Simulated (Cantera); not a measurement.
A closed system holds: 1 mol Fe2O3, 1.2 mol Cl2, 10 mol O2, equilibrated at 1.20 Pa.

These are equilibrium values from Cantera (NASA tables, ideal gas, pure condensed phases), not measurements of a reactor. Candidate condensed phases: Fe, FeCl2, FeCl3, FeO, Fe2O3, Fe3O4; 13 gas species. Rates play no part.

Problem. At 1700 K, list the 7 most abundant gas species with their mole fractions, and the condensed phases.

Solution. O2 0.828, Cl 0.123, FeCl2 0.0342, O 0.0117, FeO 0.00170, Fe 0.00127, FeCl 1.27e-5. Condensed: Fe3O4(s).
